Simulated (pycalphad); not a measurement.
Effect of Ti content in Si-Ti

Source of the numbers: pycalphad with the COST 507 light-alloy database (1999); pressure 1 atm. The data set is of 1999 and partly superseded. Amounts are mole fractions of atoms. Kinetics are ignored, which matters at the lower temperatures.

```
alloy             liquidus (K)  first solid  solidus (K)              phases at 500 K
----------------  ------------  -----------  -----------  ---------------------------
Si-3.23Ti (at.%)          1678   DIAMOND_A4         1604  DIAMOND_A4 0.90, SI2TI 0.10
Si-4.84Ti (at.%)          1676   DIAMOND_A4         1604  DIAMOND_A4 0.85, SI2TI 0.15
Si-6.45Ti (at.%)          1674   DIAMOND_A4         1604  DIAMOND_A4 0.81, SI2TI 0.19
Si-12.9Ti (at.%)          1658   DIAMOND_A4         1604  DIAMOND_A4 0.61, SI2TI 0.39
```

Database names, with the compositions (at.%) that they take in these runs: SI2TI: Si 67 Ti 33. DIAMOND_A4 is diamond (Si).
